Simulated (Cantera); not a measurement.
A Cantera script and its output.

```python
import numpy as np
import cantera as ct

gas = ct.Solution("gri30.yaml", transport_model="mixture-averaged")
show = ['N2', 'O', 'CH3']

rows = []
print(f"{'T/K':>7s}{'rho':>11s}{'cp':>10s}{'mu':>11s}{'lambda':>11s}{'Pr':>7s}" + "".join(f"{'D_' + s:>11s}" for s in show))
for T in [400, 550, 700, 850, 1000, 1150]:
    gas.TPX = T, 280000, {'O2': 0.82, 'CO2': 0.21, 'N2': 0.67}
    Pr = gas.cp_mass * gas.viscosity / gas.thermal_conductivity
    D = [gas.mix_diff_coeffs_mole[gas.species_index(s)] for s in show]
    rows.append([gas.density, gas.cp_mass, gas.viscosity, gas.thermal_conductivity, Pr, *D])
    print(f"{T:7g}{gas.density:11.4e}{gas.cp_mass:10.1f}{gas.viscosity:11.4e}"
          f"{gas.thermal_conductivity:11.4e}{Pr:7.3f}" + "".join(f"{d:11.4e}" for d in D))
print("SI units: kg/m3, J/kg/K, Pa s, W/m/K, m2/s")
```

It prints:

```
    T/K        rho        cp         mu     lambda     Pr       D_N2        D_O      D_CH3
    400 2.6867e+00     977.2 2.3456e-05 3.2240e-02  0.711 1.1785e-05 1.8882e-05 1.3188e-05
    550 1.9539e+00    1024.3 2.9567e-05 4.2675e-02  0.710 2.0430e-05 3.2558e-05 2.2979e-05
    700 1.5352e+00    1069.6 3.4968e-05 5.2626e-02  0.711 3.0786e-05 4.8924e-05 3.4724e-05
    850 1.2643e+00    1109.5 3.9891e-05 6.2065e-02  0.713 4.2704e-05 6.7753e-05 4.8247e-05
   1000 1.0747e+00    1142.2 4.4466e-05 7.1037e-02  0.715 5.6076e-05 8.8876e-05 6.3423e-05
   1150 9.3449e-01    1166.0 4.8771e-05 7.9601e-02  0.714 7.0821e-05 1.1217e-04 8.0157e-05
SI units: kg/m3, J/kg/K, Pa s, W/m/K, m2/s
```

Detailed kinetics in Cantera: GRI-Mech 3.0 (53 species, 325 reactions).
